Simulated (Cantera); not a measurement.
# Premixed flame

A freely propagating, adiabatic, planar premixed flame of H2 : O2 : N2 : H2O = 1 : 0.667 : 2.51 : 0.042 (molar parts), equivalence ratio 0.75, unburnt at 375 K and 4.93 atm; mixture-averaged transport, grid criteria slope 0.08 and curve 0.16, no radiation.

Detailed kinetics in Cantera: the H2/O2 subset of GRI-Mech 3.0, which has no nitrogen chemistry. The hydrogen kinetics of GRI-Mech 3.0 are dated; newer H2 mechanisms differ, most at raised pressure. Burning velocities carry a grid error of a few per cent, more on coarse grids.

| z (mm) | T (K) | u (m/s) | x H2 | x O2 | x H2O2 | x H | x OH | x HO2 |
|---|---|---|---|---|---|---|---|---|
| -0.184 | 375 | 1.24 | 0.236 | 0.158 | <1e-8 | <1e-8 | <1e-8 | 1.76e-8 |
| -0.122 | 376 | 1.23 | 0.232 | 0.159 | 2.29e-7 | <1e-8 | <1e-8 | 4.46e-7 |
| -0.0918 | 379 | 1.24 | 0.226 | 0.160 | 9.20e-7 | <1e-8 | <1e-8 | 1.80e-6 |
| -0.0612 | 397 | 1.27 | 0.209 | 0.163 | 7.77e-6 | <1e-8 | <1e-8 | 1.59e-5 |
| -0.0306 | 593 | 1.80 | 0.152 | 0.164 | 0.000129 | 6.61e-6 | 2.02e-5 | 0.000525 |
| -0.0153 | 955 | 2.83 | 0.105 | 0.145 | 0.000170 | 0.000653 | 0.000544 | 0.000823 |
| 0 | 1352 | 3.97 | 0.0606 | 0.111 | 3.82e-5 | 0.00364 | 0.00218 | 0.000419 |
| 0.0153 | 1618 | 4.74 | 0.0300 | 0.0801 | 5.73e-6 | 0.00586 | 0.00532 | 0.000216 |
| 0.0306 | 1769 | 5.17 | 0.0160 | 0.0643 | 3.48e-6 | 0.00540 | 0.00787 | 0.000127 |
| 0.0612 | 1915 | 5.58 | 0.00774 | 0.0549 | 2.07e-6 | 0.00292 | 0.00893 | 6.14e-5 |
| 0.122 | 2015 | 5.85 | 0.00359 | 0.0519 | 1.19e-6 | 0.000907 | 0.00712 | 2.54e-5 |
| 0.245 | 2064 | 5.98 | 0.00134 | 0.0512 | 6.59e-7 | 0.000201 | 0.00464 | 9.58e-6 |
| 0.489 | 2082 | 6.03 | 0.000496 | 0.0513 | 4.05e-7 | 4.69e-5 | 0.00299 | 4.49e-6 |
x: mole fraction of selected species; z is measured from the peak of heat release.

| Quantity | Value |
|---|---|
| laminar burning velocity | 124 cm/s |
| thermal thickness | 0.0612 mm |
| peak x(H2O2) | 0.000181 |
| peak x(H) | 0.00594 |
| peak x(OH) | 0.00898 |
| peak x(HO2) | 0.000908 |
